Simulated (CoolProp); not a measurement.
Propyne along the isobar 6.39 MPa: Z from the reference equation and from simpler models built on Tc = 129.6 °C, pc = 5.658 MPa, ω = 0.204; each cubic takes its own stable root.

Model: reference Helmholtz-energy equation of state, Polt 1992, in CoolProp. This equation is an older, rougher fit; its heat capacities, sound speeds and derivatives of the liquid may be far off and weren't checked against measurements.

```json
[
 {"T (°C)": "98.75", "phase": "liquid", "reference": "0.1699"},
 {"T (°C)": "107.25", "phase": "liquid", "reference": "0.1741"},
 {"T (°C)": "115.75", "phase": "liquid", "reference": "0.1807"},
 {"T (°C)": "124.35", "phase": "liquid", "reference": "0.1927"},
 {"T (°C)": "132.85", "phase": "supercritical", "reference": "0.2248"},
 {"T (°C)": "141.35", "phase": "supercritical", "reference": "0.4271"},
 {"T (°C)": "149.85", "phase": "supercritical", "reference": "0.5346"},
 {"T (°C)": "158.35", "phase": "supercritical", "reference": "0.5959"},
 {"T (°C)": "166.85", "phase": "supercritical", "reference": "0.6397"},
 {"T (°C)": "175.35", "phase": "supercritical", "reference": "0.6740"},
 {"T (°C)": "183.85", "phase": "supercritical", "reference": "0.7020"},
 {"T (°C)": "192.35", "phase": "supercritical", "reference": "0.7256"},
 {"T (°C)": "200.85", "phase": "supercritical", "reference": "0.7459"}
]
```

Task: How far does each simpler model (Redlich-Kwong, Peng-Robinson) lie from the reference over these 13 states: mean and median of the absolute difference, and the worst?

Result: 
- Redlich-Kwong: mean 8.9 %, median 2.1 %, worst +22.5 % at 124.35 °C and 6.39 MPa
- Peng-Robinson: mean 3.7 %, median 2.6 %, worst +13.1 % at 132.85 °C and 6.39 MPa
